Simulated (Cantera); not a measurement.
# Equilibrium for carbon deposition, reforming and gasification: C3H6 + CO2 + H2

Input: 1 mol C3H6, 3.3 mol CO2, 0.75 mol H2, equilibrated at 0.220 bar.

Method: chemical equilibrium by Gibbs-energy minimisation in Cantera with the NASA 1993 tables (ideal gas, pure condensed phases). Candidate condensed phases: C, C6H6, C7H8, C8H18, H2O; 131 gas species. Ions and electrons are included (thermal ionisation). The numbers say what is thermodynamically allowed, not how fast it happens.

```
T (K)   x CO      x H     x H2      x O     x H2O     x CO2       x C
-----  -----  -------  -------  -------  --------  --------  --------
2000   0.618  0.00205    0.350  5.39e-8    0.0215   0.00829    <1e-12
2500   0.610   0.0308    0.329  2.65e-5    0.0223   0.00666  3.65e-11
3000   0.568    0.165    0.240  0.00159    0.0165   0.00528   3.67e-9
3500   0.493    0.388   0.0950   0.0130   0.00292   0.00183   2.09e-7
4000   0.457    0.500   0.0216   0.0198  0.000113  0.000268   1.44e-5
4500   0.448    0.524  0.00505   0.0215   5.20e-6   4.94e-5  0.000519
5000   0.437    0.526  0.00147   0.0284   5.11e-7   1.58e-5   0.00735
```
x: gas mole fraction; nothing condenses.

From 2000 K to 5000 K nothing is condensed. The main C-bearing gas is CO throughout.
